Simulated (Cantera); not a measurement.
Cantera run:

```python
import numpy as np
import cantera as ct

gas_names = """
    CL CL2 H HCL H2 Si SiCL SiCL2 SiCL3 SiCL4 SiH SiHCL3 SiH2 SiH2CL2 SiH3 SiH3CL SiH4 Si2 Si3
""".split()
cond_names = """
    Si(cr) Si(L)
""".split()


# ... load() reads the species with a 1 bar reference pressure and builds the phases ...
atoms = {
    'SiCl4': {'Si': 1, 'CL': 4},
    'HCl': {'H': 1, 'CL': 1},
    'H2': {'H': 2},
}
top_T = {}  # K; cautious upper limits of use, not melting points


# ... equilibrate(T, P, feed) seeds the gas with the atoms and calls Mixture.equilibrate('TP', solver="vcs", rtol=1e-11, max_steps=5000) ...
results = []
feed = {'SiCl4': 1, 'HCl': 0.54, 'H2': 7}  # mol
P = 1400  # Pa
for T in [1025, 1125, 1225, 1325, 1425, 1525, 1625, 1725, 1825, 1925, 2025, 2125, 2225, 2325]:
    mix = equilibrate(T, P, feed)
    results.append((T, P, feed, dict(zip(mix.species_names, mix.species_moles))))

top = {s: max(r[3][s] / sum(r[3][g] for g in gas_names) for r in results) for s in gas_names}
cols = sorted((s for s in top if top[s] > 1e-05), key=lambda s: -top[s])[:8]
seen = [c for c in cond_names if any(r[3].get(c, 0) > 1e-12 for r in results)]
print("log10 of partial pressures in bar; condensed amounts in mol")
print(f"{'T/K':>10s}" + "".join(f"{s[:9]:>10s}" for s in cols + seen))
for T, P, feed, n in results:
    ng = sum(n[g] for g in gas_names)
    print(f"{T:10.4g}" + "".join(f"{np.log10(max(n[s] / ng * P / 1e5, 1e-99)):10.3f}" for s in cols)
          + "".join(f"{n.get(c, 0):10.4g}" for c in seen))
```

It prints:

```
log10 of partial pressures in bar; condensed amounts in mol
       T/K        H2       HCL     SiCL4     SiCL2         H        CL        Si     SiCL3
      1025    -1.947    -2.969    -2.835    -4.903    -9.334   -10.392   -16.343    -4.529
      1125    -1.960    -2.850    -2.917    -3.888    -8.332    -9.274   -13.629    -3.948
      1225    -1.986    -2.675    -3.110    -3.335    -7.500    -8.254   -11.818    -3.671
      1325    -2.018    -2.539    -3.470    -3.052    -6.796    -7.392   -10.456    -3.628
      1425    -2.040    -2.470    -3.995    -2.924    -6.186    -6.703    -9.296    -3.757
      1525    -2.049    -2.446    -4.589    -2.874    -5.650    -6.143    -8.271    -3.968
      1625    -2.052    -2.437    -5.161    -2.855    -5.178    -5.666    -7.365    -4.191
      1725    -2.054    -2.434    -5.683    -2.847    -4.758    -5.249    -6.564    -4.401
      1825    -2.056    -2.433    -6.154    -2.844    -4.384    -4.879    -5.851    -4.593
      1925    -2.059    -2.433    -6.580    -2.846    -4.049    -4.547    -5.216    -4.769
      2025    -2.064    -2.433    -6.966    -2.856    -3.748    -4.246    -4.656    -4.933
      2125    -2.075    -2.430    -7.320    -2.883    -3.478    -3.967    -4.178    -5.093
      2225    -2.095    -2.422    -7.653    -2.938    -3.236    -3.702    -3.793    -5.259
      2325    -2.126    -2.413    -7.986    -3.035    -3.022    -3.452    -3.504    -5.448
```

These are equilibrium values from Cantera (NASA tables, ideal gas, pure condensed phases), not measurements of a reactor. The tables' values for SiCl3, SiCl are old estimates; treat these amounts as uncertain. Gases not in the tables: Si2H6 and higher silanes.
